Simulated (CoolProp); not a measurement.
Vapour-liquid equilibrium of R143a (1) + isobutane (2) at 273.9 K; x and y are mole fractions of (1).

Values from CoolProp's multi-fluid Helmholtz-energy mixture model, Lemmon and Jacobsen 2000 and Bücker 2006; pair parameters Bell 2016.

```
x     bubble pressure (MPa)  y at the bubble point  dew pressure at overall composition x (MPa)  liquid density (mol/L)
----  ---------------------  ---------------------  -------------------------------------------  ----------------------
0.05                 0.2439                  0.350                                       0.1695                   10.03
0.2                  0.4015                  0.632                                       0.2002                   10.23
0.35                 0.4828                  0.717                                       0.2438                   10.44
0.5                  0.5324                  0.767                                       0.3099                   10.70
0.65                 0.5707                  0.812                                       0.4170                   11.02
0.8                  0.6041                  0.870                                       0.5612                   11.43
0.95                 0.6298                  0.958                                       0.6284                   11.95
```

No azeotrope shows between x = 0.05 and 0.95.

Pair parameters are fitted to limited data, so mixtures are less certain than the pure fluids. With so large a gap from Raoult's law the liquid may split in two, which this calculation doesn't test in full.
